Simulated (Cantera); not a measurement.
Input (Python, Cantera) and output of one run.

```python
import numpy as np
import cantera as ct

gas_names = [...]  # 123 gases of nasa_gas.yaml made of C, H, O, Si
cond_names = """
    C(gr) C6H6(L) C7H8(L) C8H18(L),n-octa H2O(s) H2O(L) Si(cr) Si(L) SiC(b) SiO2(Lqz) SiO2(hqz) SiO2(L)
""".split()


# ... load() reads the species with a 1 bar reference pressure and builds the phases ...
atoms = {
    'SiC': {'Si': 1, 'C': 1},
    'CO2': {'C': 1, 'O': 2},
    'H2': {'H': 2},
}
top_T = {'C(gr)': 4500, 'SiC(b)': 3050}  # K; cautious upper limits of use, not melting points


# ... equilibrate(T, P, feed) seeds the gas with the atoms and calls Mixture.equilibrate('TP', solver="vcs", rtol=1e-11, max_steps=5000) ...
results = []
T = 1498  # K
P = 133.322  # Pa
for m in [0.076, 0.21, 0.34, 0.48, 0.61, 0.74, 0.88, 1, 1.1, 1.3, 1.4, 1.5]:
    feed = {'SiC': 1, 'CO2': m, 'H2': 4.4}  # mol
    mix = equilibrate(T, P, feed)
    results.append((T, P, feed, dict(zip(mix.species_names, mix.species_moles))))

top = {s: max(r[3][s] / sum(r[3][g] for g in gas_names) for r in results) for s in gas_names}
cols = sorted((s for s in top if top[s] > 1e-06), key=lambda s: -top[s])[:7]
seen = [c for c in cond_names if any(r[3].get(c, 0) > 1e-12 for r in results)]
print("log10 of partial pressures in bar; condensed amounts in mol")
print(f"{'n(CO2)':>10s}" + "".join(f"{s[:9]:>10s}" for s in cols + seen))
for T, P, feed, n in results:
    ng = sum(n[g] for g in gas_names)
    print(f"{feed['CO2']:10.4g}" + "".join(f"{np.log10(max(n[s] / ng * P / 1e5, 1e-99)):10.3f}" for s in cols)
          + "".join(f"{n.get(c, 0):10.4g}" for c in seen))
```

It prints:

```
log10 of partial pressures in bar; condensed amounts in mol
    n(CO2)        H2        CO       SiO         H       H2O       CO2    SiC(b)
     0.076    -2.890    -4.476    -4.954    -6.210    -9.008   -11.006     0.962
      0.21    -2.915    -4.060    -4.537    -6.222    -8.617   -10.173     0.895
      0.34    -2.938    -3.873    -4.351    -6.234    -8.453    -9.800      0.83
      0.48    -2.961    -3.747    -4.224    -6.245    -8.350    -9.547      0.76
      0.61    -2.982    -3.664    -4.141    -6.256    -8.287    -9.380     0.695
      0.74    -3.001    -3.599    -4.076    -6.265    -8.242    -9.252      0.63
      0.88    -3.021    -3.544    -4.021    -6.276    -8.207    -9.142      0.56
         1    -3.038    -3.505    -3.982    -6.284    -8.185    -9.064       0.5
       1.1    -3.051    -3.477    -3.954    -6.291    -8.170    -9.008      0.45
       1.3    -3.077    -3.430    -3.907    -6.303    -8.149    -8.914      0.35
       1.4    -3.089    -3.410    -3.887    -6.309    -8.141    -8.874       0.3
       1.5    -3.101    -3.392    -3.869    -6.315    -8.135    -8.838      0.25
```

Method: chemical equilibrium by Gibbs-energy minimisation in Cantera with the NASA 1993 tables (ideal gas, pure condensed phases).
